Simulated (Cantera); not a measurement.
A Cantera script and what it prints.

```python
import numpy as np
import cantera as ct

gas_names = [...]  # 114 gases of nasa_gas.yaml made of C, Fe, H, O
cond_names = """
    C(gr) C6H6(L) C7H8(L) C8H18(L),n-octa Fe(a) Fe(c) Fe(d) Fe(L) FeC5O5(L) FeO(s) FeO(L) Fe(OH)2(s)
    Fe(OH)3(s) Fe2O3(s) Fe3O4(s) H2O(s) H2O(L)
""".split()


# ... load() reads the species with a 1 bar reference pressure and builds the phases ...
atoms = {
    'Fe': {'Fe': 1},
    'CO2': {'C': 1, 'O': 2},
    'H2': {'H': 2},
}
top_T = {'C(gr)': 4500, 'Fe2O3(s)': 1830, 'Fe3O4(s)': 1870}  # K; cautious upper limits of use, not melting points


# ... equilibrate(T, P, feed) seeds the gas with the atoms and calls Mixture.equilibrate('TP', solver="vcs", rtol=1e-11, max_steps=5000) ...
results = []
feed = {'Fe': 1, 'CO2': 0.059, 'H2': 190}  # mol
T = 1775  # K
P = 9200  # Pa
mix = equilibrate(T, P, feed)
results.append((T, P, feed, dict(zip(mix.species_names, mix.species_moles))))
print(gas.report(threshold=1e-05))
for i in range(1, mix.n_phases):
    print(f"{mix.phase(i).name:16s} {mix.phase_moles(i):12.5e} mol")
```

It prints:

```
       temperature   1775 K
          pressure   9200 Pa
           density   0.0012717 kg/m^3
  mean mol. weight   2.04 kg/kmol
   phase of matter   gas

                          1 kg             1 kmol
                     ---------------   ---------------
          enthalpy        2.2333e+07        4.5559e+07  J
   internal energy        1.5099e+07        3.0801e+07  J
           entropy         1.002e+05        2.0442e+05  J/K
    Gibbs function       -1.5553e+08       -3.1728e+08  J
 heat capacity c_p             16373             33400  J/K
 heat capacity c_v             12297             25086  J/K

                      mass frac. Y      mole frac. X     chem. pot. / RT
                     ---------------   ---------------   ---------------
                CO          0.004259        0.00031018           -45.257
                Fe         0.0060629        0.00022148           -7.1361
                 H        0.00047109        0.00095339           -10.747
                H2           0.98647            0.9982           -21.495
               H2O         0.0027391        0.00031017            -53.81
     [ +109 minor]        7.5886e-07        4.7493e-08

C(gr)             0.00000e+00 mol
Fe(d)             9.57877e-01 mol
FeC5O5(L)         0.00000e+00 mol
FeO(L)            0.00000e+00 mol
Fe2O3(s)          0.00000e+00 mol
Fe3O4(s)          0.00000e+00 mol
```

Method: chemical equilibrium by Gibbs-energy minimisation in Cantera with the NASA 1993 tables (ideal gas, pure condensed phases).
